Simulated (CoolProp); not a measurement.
A closed Brayton cycle with nitrogen: compressor inlet 328.15 K and 0.88 MPa, high pressure 2.43 MPa, turbine inlet 810 K, compressor efficiency 0.89, turbine efficiency 0.9, recuperator effectiveness 0 (on enthalpy, no pinch check). Each further row changes one setting.

Computed with CoolProp (reference Helmholtz-energy equation of state, Span 2000).

| case | thermal efficiency (%) | net work (kJ/kg) | compressor to turbine work | compressor exit (K) | turbine exit (K) |
|---|---|---|---|---|---|
| as stated | 16.4 | 64.1 | 0.67 | 452.2 | 635.5 |
| turbine inlet 760 K | 15.5 | 51.9 | 0.71 | 452.2 | 594.8 |
| compressor inlet 338.15 K | 16.0 | 60.1 | 0.69 | 465.9 | 635.5 |
| high pressure 2.07 MPa | 14.5 | 60.0 | 0.64 | 430.3 | 660.4 |
| recuperator effectiveness 0.5 | 21.9 | 64.1 | 0.67 | 452.2 | 635.5 |
